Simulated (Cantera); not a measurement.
# Sublimation and decomposition of ceramics: TiC + C + H2

Input: 1 mol TiC, 0.069 mol C, 1.1 mol H2, at 86.0 Pa.

Equilibrium computed with Cantera from the NASA thermochemical tables; the gas is ideal and each condensed phase is pure. Candidate condensed phases: C, C6H6, C7H8, C8H18, Ti, TiC; 77 gas species. TiC: taken at fixed stoichiometry. Equilibrium is a limit: real reactors are often held back by kinetics, nucleation or transport.

| T (°C) | log p H2 | log p H | log p Ti | log p C2H2 (acetylene) | log p C3 | log p C2H | n C(graphite) | n TiC(s) |
|---|---|---|---|---|---|---|---|---|
| 2002 | -3.19 | -3.67 | -7.09 | -5.61 | -7.98 | -7.46 | 0.0618 | 1.000 |
| 2052 | -3.23 | -3.57 | -6.77 | -5.54 | -7.58 | -7.20 | 0.0601 | 1.000 |
| 2102 | -3.27 | -3.49 | -6.47 | -5.48 | -7.19 | -6.96 | 0.0584 | 0.999 |
| 2152 | -3.33 | -3.41 | -6.18 | -5.44 | -6.83 | -6.73 | 0.0564 | 0.999 |
| 2202 | -3.40 | -3.35 | -5.90 | -5.41 | -6.47 | -6.52 | 0.0543 | 0.998 |
| 2252 | -3.47 | -3.29 | -5.64 | -5.39 | -6.14 | -6.33 | 0.0518 | 0.996 |
| 2302 | -3.56 | -3.24 | -5.38 | -5.39 | -5.81 | -6.15 | 0.0480 | 0.992 |
| 2352 | -3.66 | -3.20 | -5.13 | -5.41 | -5.50 | -5.99 | 0.0410 | 0.985 |
log p: log10 of the partial pressure in bar; n: condensed amount in mol.

From 2002 °C to 2352 °C the condensed part is C(graphite) + TiC(s). The main Ti-bearing gas is Ti throughout.
